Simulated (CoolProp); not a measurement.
Properties of carbon monoxide along the isobar 3.98 MPa.

Model: reference Helmholtz-energy equation of state, Lemmon 2006, in CoolProp. It is a short technical equation, of lower accuracy than the large ones.

```csv
T (°C),phase,density (kg/m³),cp (kJ/(kg K)),cv (kJ/(kg K)),isothermal compressibility (1/MPa),fugacity coefficient
-177.55,liquid,741.5,2.161,1.064,0.004634,0.1045
-145.65,liquid,536.1,3.387,0.9820,0.04109,0.5173
-113.65,supercritical,110.7,1.733,0.8236,0.3378,0.7947
-81.75,supercritical,79.25,1.322,0.7783,(withheld),(withheld)
-49.75,supercritical,(withheld),1.204,0.7636,0.2651,0.9374
-17.85,supercritical,54.20,(withheld),(withheld),0.2575,0.9662
14.15,supercritical,47.31,1.121,0.7540,0.2533,0.9840
46.15,supercritical,42.10,1.103,0.7529,0.2509,0.9953
```

Q: Fill in the missing entries.

A: 
- -81.75, isothermal compressibility (1/MPa): 0.2820
- -81.75, fugacity coefficient: 0.8878
- -49.75, density (kg/m³): 63.89
- -17.85, cp (kJ/(kg K)): 1.150
- -17.85, cv (kJ/(kg K)): 0.7571
